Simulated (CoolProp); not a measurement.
Vapour pressure (MPa) of propylene: the reference equation beside estimates from Tc = 91.1 °C, pc = 4.555 MPa, ω = 0.146.

Model: reference Helmholtz-energy equation of state, Lemmon 2013, in CoolProp.

| T (°C) | reference | Redlich-Kwong | Soave-Redlich-Kwong |
|---|---|---|---|
| -29.45 | 0.2161 | 0.2689 | 0.2153 |
| -23.65 | … | 0.3310 | 0.2678 |
| -17.85 | 0.3294 | 0.4030 | 0.3294 |
| -12.15 | … | 0.4840 | 0.3998 |
| -6.35 | 0.4809 | 0.5778 | 0.4825 |
| -0.55 | … | 0.6839 | 0.5774 |
| 5.15 | 0.6791 | … | 0.6835 |
| 10.95 | 0.7993 | 0.9334 | 0.8056 |
| 16.65 | 0.9319 | 1.078 | 0.9406 |
| 22.45 | 1.083 | 1.240 | … |
| 28.25 | 1.251 | … | 1.265 |
| 33.95 | 1.434 | 1.610 | … |
| 39.75 | … | 1.822 | 1.661 |

Question: Fill in the missing entries.

Answer: 
- -23.65, reference: 0.2683
- -12.15, reference: 0.3992
- -0.55, reference: 0.5746
- 5.15, Redlich-Kwong: 0.8008
- 22.45, Soave-Redlich-Kwong: 1.094
- 28.25, Redlich-Kwong: 1.418
- 33.95, Soave-Redlich-Kwong: 1.452
- 39.75, reference: 1.639

Absolute difference from the reference over all 13 rows, mean and median: Redlich-Kwong 17.9 and 17.9 %, Soave-Redlich-Kwong 0.7 and 0.6 %.
